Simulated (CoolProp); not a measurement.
The fluid at 458.87 K and 0.46 MPa flows at 0.17 m/s in a round tube of 100 mm bore and 45 µm roughness, fully developed (64/Re and Nu = 3.66 if laminar; Colebrook and Gnielinski if turbulent). The same conditions are run with several fluids, on thermodynamics alone (safety and materials aside).

The numbers come from the reference Helmholtz-energy equation of state of each fluid (n-heptane: Span 2003; R125: Lemmon 2005; benzene: Thol 2012; propane: Lemmon 2009) in CoolProp.

Task: Rank n-heptane, R125, benzene, propane by Reynolds number, highest first.

Result: n-heptane (25600), benzene (14900), R125 (12900), propane (7450)

```csv
fluid,Darcy friction factor,pressure drop (Pa/m),heat-transfer coefficient (W/(m² K)),mass flow (kg/h)
n-heptane,0.0255,0.0504,20.2,65.8
R125,0.0297,0.0630,10.2,70.6
benzene,0.0287,0.0418,11.4,48.5
propane,0.0340,0.0266,9.59,26.0
```

Transport values come from each fluid's own correlations.
